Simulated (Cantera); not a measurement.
Input: 1 mol Si3N4, 37 mol HCl, 71 mol H2, 5.3 mol NF3, held at 1025 °C and 1.30 mbar.

Equilibrium computed with Cantera from the NASA thermochemical tables; the gas is ideal and each condensed phase is pure. Candidate condensed phases: NH4Cl, Si, Si3N4; 49 gas species. The tables' values for SiF3 are old estimates; treat these amounts as uncertain. The numbers say what is thermodynamically allowed, not how fast it happens.

Base state: H2 0.587, HCl 0.315, N2 0.0395, HF 0.0334, SiF4 0.0252, SiF3 0.000228, SiHF3 4.05e-5, H 2.28e-5 (mole fractions); condensed: gas only.

### Question
What changes in the equilibrium state with this change: Si3N4 replaced by BN?

### Answer
```tsv
species	before	after
H2	0.587	0.544
HCl	0.315	0.312
HF	0.0334	0.109
SiF4	0.0252	0
N2	0.0395	0.0266
BF3	0	0.00842
SiF3	0.000228	0
SiHF3	4.05e-5	0
H	2.28e-5	2.19e-5
Cl	1.03e-5	1.06e-5
```
Further candidate phases: B, BN.
